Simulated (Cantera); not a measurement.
Mixture: CH₄ : C₂H₆ : O₂ : N₂ = 1 : 0.079 : 3 : 11.3 (molar parts), equivalence ratio 0.76, at 5.00 bar, adiabatic and at constant volume. Ignition delay is the time to a rise of 400 K.

Cantera simulation using GRI-Mech 3.0 (53 species, 325 reactions); the numbers are that mechanism's predictions, not measurements.

**Question.** What does this change do: C2H6 0.079 to 0.05 parts?

**Answer.** 
```
quantity                                                before       after
--------------------------------------------------  ----------  ----------
delay at 1000 K                                        39.8 ms     47.2 ms
delay at 1075 K                                        10.4 ms     14.0 ms
delay at 1150 K                                        3.55 ms     5.21 ms
delay at 1225 K                                        1.44 ms     2.15 ms
delay at 1300 K                                       0.641 ms    0.938 ms
delay at 1375 K                                       0.301 ms    0.425 ms
apparent activation energy between 1225 and 1375 K  150 kJ/mol  150 kJ/mol
```

**Question.** What does this change do: constant pressure in place of constant volume?

**Answer.** 
```json
[
 {"quantity": "delay at 1000 K", "before": "39.8 ms", "after": "41.6 ms"},
 {"quantity": "delay at 1075 K", "before": "10.4 ms", "after": "10.9 ms"},
 {"quantity": "delay at 1150 K", "before": "3.55 ms", "after": "3.73 ms"},
 {"quantity": "delay at 1225 K", "before": "1.44 ms", "after": "1.52 ms"},
 {"quantity": "delay at 1300 K", "before": "0.641 ms", "after": "0.681 ms"},
 {"quantity": "delay at 1375 K", "before": "0.301 ms", "after": "0.323 ms"},
 {"quantity": "apparent activation energy between 1225 and 1375 K", "before": "150 kJ/mol", "after": "140 kJ/mol"}
]
```
